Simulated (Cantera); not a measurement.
Input (Python, Cantera) and output of one run.

```python
import numpy as np
import cantera as ct

gas_names = [...]  # 87 gases of nasa_gas.yaml made of C, H, Si
cond_names = """
    C(gr) C6H6(L) C7H8(L) C8H18(L),n-octa Si(cr) Si(L) SiC(b)
""".split()


# ... load() reads the species with a 1 bar reference pressure and builds the phases ...
atoms = {
    'SiH4': {'Si': 1, 'H': 4},
    'H2': {'H': 2},
    'C3H8': {'C': 3, 'H': 8},
}
top_T = {'C(gr)': 4500, 'SiC(b)': 3050}  # K; cautious upper limits of use, not melting points


# ... equilibrate(T, P, feed) seeds the gas with the atoms and calls Mixture.equilibrate('TP', solver="vcs", rtol=1e-11, max_steps=5000) ...
results = []
feed = {'SiH4': 1, 'H2': 2.3, 'C3H8': 0.64}  # mol
P = 120  # Pa
for T in [1198, 1298, 1398, 1498, 1598, 1698, 1798, 1898, 1998, 2098, 2198, 2298, 2398]:
    mix = equilibrate(T, P, feed)
    results.append((T, P, feed, dict(zip(mix.species_names, mix.species_moles))))

top = {s: max(r[3][s] / sum(r[3][g] for g in gas_names) for r in results) for s in gas_names}
cols = sorted((s for s in top if top[s] > 1e-05), key=lambda s: -top[s])[:8]
seen = [c for c in cond_names if any(r[3].get(c, 0) > 1e-12 for r in results)]
print("log10 of partial pressures in bar; condensed amounts in mol")
print(f"{'T/K':>10s}" + "".join(f"{s[:9]:>10s}" for s in cols + seen))
for T, P, feed, n in results:
    ng = sum(n[g] for g in gas_names)
    print(f"{T:10.4g}" + "".join(f"{np.log10(max(n[s] / ng * P / 1e5, 1e-99)):10.3f}" for s in cols)
          + "".join(f"{n.get(c, 0):10.4g}" for c in seen))
```

It prints:

```
log10 of partial pressures in bar; condensed amounts in mol
       T/K        H2         H        Si      SiC2      Si2C C2H2,acet       SiH       Si2     C(gr)    SiC(b)
      1198    -2.921    -8.181   -14.669   -18.844   -18.796    -9.926   -14.948   -21.521    0.9199         1
      1298    -2.921    -7.430   -12.924   -16.555   -16.546    -9.174   -13.461   -19.078    0.9199         1
      1398    -2.921    -6.785   -11.431   -14.597   -14.624    -8.532   -12.190   -16.988    0.9199         1
      1498    -2.921    -6.225   -10.139   -12.904   -12.963    -7.976   -11.090   -15.180    0.9199         1
      1598    -2.921    -5.735    -9.010   -11.427   -11.515    -7.491   -10.130   -13.601    0.9196         1
      1698    -2.923    -5.301    -8.016   -10.127   -10.240    -7.065    -9.285   -12.210    0.9191    0.9999
      1798    -2.925    -4.916    -7.133    -8.974    -9.111    -6.689    -8.536   -10.977    0.9181    0.9995
      1898    -2.931    -4.572    -6.344    -7.946    -8.105    -6.355    -7.869    -9.875    0.9176    0.9971
      1998    -2.942    -4.266    -5.636    -7.023    -7.201    -6.062    -7.273    -8.886    0.9236    0.9848
      2098    -2.964    -3.994    -4.995    -6.190    -6.387    -5.810    -6.741    -7.993    0.9621    0.9289
      2198    -3.010    -3.759    -4.414    -5.434    -5.648    -5.606    -6.271    -7.183     1.131    0.6952
      2298    -3.099    -3.568    -3.974    -4.837    -5.156    -5.467    -5.956    -6.625     1.604         0
      2398    -3.177    -3.391    -3.995    -4.714    -5.555    -5.338    -6.091    -6.962     1.516         0
```

These are equilibrium values from Cantera (NASA tables, ideal gas, pure condensed phases), not measurements of a reactor. Gases not in the tables: Si2H6 and higher silanes.
